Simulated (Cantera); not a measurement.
A perfectly stirred reactor is fed with H2 : O2 : N2 = 1.2 : 1 : 7.4 (molar parts), equivalence ratio 0.60, at 1.00 bar; it is held at 1173 K, and followed from long to short residence time.

Detailed kinetics in Cantera: the H2/O2 subset of GRI-Mech 3.0, which has no nitrogen chemistry. The temperature is held fixed by assumption; the heat of reaction is taken as removed at once.

Q: What does this change do: temperature 1173 to 848 K?

A: 
```json
[
 {"quantity": "x(H2) at τ = 1.30 s", "before": "0.000122", "after": "0.123"},
 {"quantity": "x(O2) at τ = 1.30 s", "before": "0.0445", "after": "0.103"},
 {"quantity": "x(H2O2) at τ = 1.30 s", "before": "3.09e-7", "after": "0.000217"},
 {"quantity": "x(H2O) at τ = 1.30 s", "before": "0.133", "after": "0.00193"},
 {"quantity": "x(O) at τ = 1.30 s", "before": "4.64e-6", "after": "1.31e-9"},
 {"quantity": "x(H2) at τ = 58.0 ms", "before": "0.000891", "after": "0.125"},
 {"quantity": "x(O2) at τ = 58.0 ms", "before": "0.0448", "after": "0.104"},
 {"quantity": "x(H2O2) at τ = 58.0 ms", "before": "1.59e-6", "after": "9.08e-9"},
 {"quantity": "x(H2O) at τ = 58.0 ms", "before": "0.132", "after": "8.03e-9"},
 {"quantity": "x(O) at τ = 58.0 ms", "before": "4.78e-5", "after": "<1e-12"}
]
```
Below about 950 K walls govern HO2 and H2O2 in real vessels.
